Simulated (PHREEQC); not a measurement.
PHREEQC input (Pitzer model, pitzer.dat):

```
SOLUTION 1
  temp 15
  units mol/kgw
  pH 7 charge
  Cl 1.25
  K 0.27
  Sr 0.49
END
USE solution 1
INCREMENTAL_REACTIONS false
REACTION 1
  H2O -1
  0 9.886 18.011 24.689 30.178 34.689 38.397 41.444
  43.949 46.007 moles
EQUILIBRIUM_PHASES 1
  Sylvite 0 0
SELECTED_OUTPUT 1
  -reset false
  -pH true
  -pe true
  -ionic_strength true
  -water true
  -activities H2O
  -totals Cl K Sr
  -molalities H+ K+ Sr+2 Cl- OH-
  -equilibrium_phases Sylvite
PRINT
  -reset false
END
```

Selected output (columns that matter, 10 of 10 rows; water left (kg) added in front):

```
water left (kg)	pH	mu	Cl	K	Sr	m_H+	m_K+	m_Sr+2	m_Cl-	m_OH-	la_H2O	Sylvite
1	6.9217	1.74	1.25	0.27	0.49	1.2666e-07	0.27	0.49	1.25	1.2666e-07	-0.014334	0
0.821894	6.8825	2.1171	1.5209	0.32851	0.59618	1.2807e-07	0.32851	0.59618	1.5209	1.2807e-07	-0.01783	0
0.675514	6.8367	2.5758	1.8504	0.3997	0.72537	1.2852e-07	0.3997	0.72537	1.8504	1.2852e-07	-0.022339	0
0.555203	6.7827	3.134	2.2514	0.48631	0.88256	1.2768e-07	0.48631	0.88256	2.2514	1.2768e-07	-0.028234	0
0.456313	6.7189	3.8132	2.7393	0.5917	1.0738	1.252e-07	0.5917	1.0738	2.7393	1.252e-07	-0.036052	0
0.375043	6.6433	4.6395	3.333	0.71992	1.3065	1.2073e-07	0.71992	1.3065	3.333	1.2073e-07	-0.04657	0
0.30824	6.5533	5.645	4.0553	0.87594	1.5897	1.1399e-07	0.87594	1.5897	4.0553	1.1399e-07	-0.060915	0
0.253345	6.4463	6.8681	4.934	1.0657	1.9341	1.0483e-07	1.0657	1.9341	4.934	1.0483e-07	-0.080713	0
0.208215	6.3192	8.3567	6.0034	1.2967	2.3533	9.3286e-08	1.2967	2.3533	6.0034	9.3286e-08	-0.10833	0
0.171138	6.1711	9.7113	6.8481	1.1217	2.8632	8.9154e-08	1.1217	2.8632	6.8481	8.9154e-08	-0.13463	0.078033
```
